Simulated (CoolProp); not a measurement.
Vapour-liquid equilibrium of R227EA (1) + n-butane (2) at 331.1 K; x and y are mole fractions of (1).

Values from CoolProp's multi-fluid Helmholtz-energy mixture model, Lemmon 2016 and Bücker 2006; pair parameters Bell 2016.

```tsv
x	bubble pressure, mixture model (MPa)	bubble pressure, Raoult's law (MPa)	y, mixture model	y, Raoult's law
0.05	…	0.6324	0.197	0.088
0.2	0.9983	0.7092	…	0.315
0.35	…	0.7860	0.532	0.498
0.5	…	0.8628	0.602	0.648
0.65	…	0.9395	0.678	0.774
0.8	1.212	1.016	…	0.881
0.95	1.155	1.093	0.931	0.972
```

### Question
Fill in the missing entries.

### Answer

- 0.05, bubble pressure, mixture model (MPa): 0.7473
- 0.2, y, mixture model: 0.435
- 0.35, bubble pressure, mixture model (MPa): 1.115
- 0.5, bubble pressure, mixture model (MPa): 1.179
- 0.65, bubble pressure, mixture model (MPa): 1.213
- 0.8, y, mixture model: 0.780

The largest gap from Raoult's law is +41.9 % in bubble pressure, at x = 0.35. y crosses x between x = 0.65 and 0.8: the model has an azeotrope there.

Pair parameters are fitted to limited data, so mixtures are less certain than the pure fluids.
